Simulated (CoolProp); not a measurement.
Vapour-liquid equilibrium of R13 (1) + CHF3 (R23) (2) at 153.3 K; x and y are mole fractions of (1).

The numbers come from the multi-fluid Helmholtz-energy mixture model, Platzer 1990 and Penoncello 2003; pair parameters Bell 2016 in CoolProp. This equation is an older, rougher fit; its heat capacities, sound speeds and derivatives of the liquid may be far off and weren't checked against measurements.

Question: Give the bubble pressure and the first vapour's composition at x = 0.25, 0.75, 0.95. Is there an azeotrope?

Answer: x = 0.25: 0.01006 MPa, y = 0.496; x = 0.75: 0.01017 MPa, y = 0.588; x = 0.95: 0.008336 MPa, y = 0.815. y crosses x between x = 0.45 and 0.55: the model has an azeotrope there.

Pair parameters are fitted to limited data, so mixtures are less certain than the pure fluids. With so large a gap from Raoult's law the liquid may split in two, which this calculation doesn't test in full.
